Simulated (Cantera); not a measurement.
Ni + H2S + H2 (metals in furnace atmospheres)

A closed system holds: 1 mol Ni, 0.14 mol H2S, 17 mol H2, at 1948.15 K.

These are equilibrium values from Cantera (NASA tables, ideal gas, pure condensed phases), not measurements of a reactor. Candidate condensed phases: Ni, NiS, NiS2, Ni3S2, Ni3S4, S; 9 gas species. Rates play no part.

```tsv
P (Pa)	log p H2	log p H	log p Ni	log p H2S	log p S	log p SH	log p S2	n Ni(l)
10	-4.08	-4.98	-5.29	-7.91	-6.32	-6.90	-7.34	0
82	-3.13	-4.51	-4.36	-6.35	-5.70	-5.81	-6.10	0
670	-2.19	-4.04	-4.00	-4.91	-5.20	-4.84	-5.10	0.726
5500	-1.27	-3.58	-4.00	-3.62	-4.84	-4.02	-4.37	0.965
45000	-0.35	-3.12	-4.00	-2.52	-4.65	-3.38	-4.01	0.996
370000	0.56	-2.66	-4.00	-1.54	-4.59	-2.86	-3.89	0.999
3000000	1.47	-2.21	-4.00	-0.62	-4.58	-2.39	-3.85	1.000
```
log p: log10 of the partial pressure in bar; n: condensed amount in mol.

From 10.0 Pa to 82.0 Pa nothing is condensed. From 6.70 mbar to 30.0 bar the condensed part is Ni(l). The main Ni-bearing gas is Ni throughout.
